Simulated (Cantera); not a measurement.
Charge: 1 mol SiC, 1.2 mol H₂O, 23 mol H₂, held at 0.105 Torr.

Method: chemical equilibrium by Gibbs-energy minimisation in Cantera with the NASA 1993 tables (ideal gas, pure condensed phases). Candidate condensed phases: C, C₆H₆, C₇H₈, C₈H₁₈, H₂O, Si, SiC, SiO₂; 123 gas species. Mutual solubility and eutectic melting of coexisting phases are not modelled. The tables hold silica as quartz up to 1696 K and as liquid above; real silica turns to tridymite and cristobalite and melts near 1996 K. Equilibrium is a limit: real reactors are often held back by kinetics, nucleation or transport.

log p: log10 of the partial pressure in bar; n: condensed amount in mol.

| T (K) | log p H₂ | log p CO | log p SiO | log p H | log p CH₄ | log p H₂O | n C(graphite) | n SiC(s) | n SiO₂(β-quartz) |
|---|---|---|---|---|---|---|---|---|---|
| 948 | -3.85 | -7.78 | -12.09 | -11.21 | -8.47 | -11.64 | 0.595 | 0.401 | 0.599 |
| 1023 | -3.85 | -6.55 | -10.54 | -10.31 | -8.83 | -10.96 | 0.526 | 0.425 | 0.575 |
| 1098 | -3.86 | -5.64 | ___ | ___ | ___ | ___ | 0 | 0.600 | 0.400 |
| 1173 | -3.86 | -5.64 | -7.68 | -8.86 | -10.15 | -10.24 | 0 | 0.599 | 0.398 |
| 1248 | -3.86 | -5.62 | -6.40 | -8.26 | -10.92 | -10.05 | 0 | 0.577 | 0.353 |
| 1323 | -3.87 | -5.48 | -5.48 | ___ | ___ | ___ | 0 | 0.400 | 0 |
| 1398 | -3.88 | -5.48 | -5.48 | -7.26 | -11.56 | -10.32 | 0 | 0.400 | 0 |

Task: Complete the blanks.

Result: 
- 1323, log p H: -7.74
- 1323, log p CH₄: -11.45
- 1323, log p H₂O: -9.95
- 1098, log p SiO: -9.15
- 1098, log p H: -9.54
- 1098, log p CH₄: -9.26
- 1098, log p H₂O: -10.44
